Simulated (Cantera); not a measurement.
A Cantera script and what it prints.

```python
import numpy as np
import cantera as ct

gas_names = [...]  # 113 gases of nasa_gas.yaml made of C, H, O, Ti
cond_names = """
    C(gr) C6H6(L) C7H8(L) C8H18(L),n-octa H2O(s) H2O(L) Ti(a) Ti(b) Ti(L) TiC(s) TiC(L) TiO(a) TiO(b)
    TiO(L) TiO2(ru) TiO2(L) Ti2O3(a) Ti2O3(b) Ti2O3(L) Ti3O5(a) Ti3O5(b) Ti3O5(L) Ti4O7(s) Ti4O7(L)
""".split()


# ... load() reads the species with a 1 bar reference pressure and builds the phases ...
atoms = {
    'TiO2': {'Ti': 1, 'O': 2},
    'CO': {'C': 1, 'O': 1},
    'H2': {'H': 2},
}
top_T = {'C(gr)': 4500}  # K; cautious upper limits of use, not melting points


# ... equilibrate(T, P, feed) seeds the gas with the atoms and calls Mixture.equilibrate('TP', solver="vcs", rtol=1e-11, max_steps=5000) ...
results = []
feed = {'TiO2': 1, 'CO': 0.61, 'H2': 5.1}  # mol
P = 1000  # Pa
for T in [1600, 1625, 1650, 1675, 1700, 1725, 1750, 1775, 1800, 1825, 1850, 1875, 1900]:
    mix = equilibrate(T, P, feed)
    results.append((T, P, feed, dict(zip(mix.species_names, mix.species_moles))))

top = {s: max(r[3][s] / sum(r[3][g] for g in gas_names) for r in results) for s in gas_names}
cols = sorted((s for s in top if top[s] > 0.001), key=lambda s: -top[s])[:7]
seen = [c for c in cond_names if any(r[3].get(c, 0) > 1e-12 for r in results)]
print("log10 of partial pressures in bar; condensed amounts in mol")
print(f"{'T/K':>10s}" + "".join(f"{s[:9]:>10s}" for s in cols + seen))
for T, P, feed, n in results:
    ng = sum(n[g] for g in gas_names)
    print(f"{T:10.4g}" + "".join(f"{np.log10(max(n[s] / ng * P / 1e5, 1e-99)):10.3f}" for s in cols)
          + "".join(f"{n.get(c, 0):10.4g}" for c in seen))
```

Result:

```
log10 of partial pressures in bar; condensed amounts in mol
       T/K        H2        CO       H2O         H       CO2  TiO2(ru)  Ti3O5(b)  Ti4O7(s)
      1600    -2.063    -2.976    -3.558    -5.296    -4.948    0.3414         0    0.1646
      1625    -2.065    -2.977    -3.490    -5.184    -4.894    0.2316         0    0.1921
      1650    -2.068    -2.977    -3.425    -5.076    -4.841    0.1081         0     0.223
      1675    -2.071    -2.978    -3.375    -4.970    -4.803         0         0      0.25
      1700    -2.071    -2.978    -3.374    -4.867    -4.815         0         0      0.25
      1725    -2.071    -2.978    -3.374    -4.767    -4.827         0         0      0.25
      1750    -2.071    -2.978    -3.374    -4.669    -4.839         0         0      0.25
      1775    -2.071    -2.978    -3.374    -4.574    -4.850         0         0      0.25
      1800    -2.072    -2.978    -3.373    -4.482    -4.861         0         0      0.25
      1825    -2.072    -2.978    -3.373    -4.392    -4.872         0         0      0.25
      1850    -2.075    -2.978    -3.332    -4.306    -4.840         0   0.09906    0.1757
      1875    -2.079    -2.979    -3.268    -4.223    -4.783         0    0.2734   0.04495
      1900    -2.081    -2.980    -3.248    -4.141    -4.772         0    0.3333         0
```

Equilibrium computed with Cantera from the NASA thermochemical tables; the gas is ideal and each condensed phase is pure. Mutual solubility and eutectic melting of coexisting phases are not modelled. Condensed phases not in the tables: Magnéli phases beyond Ti4O7.
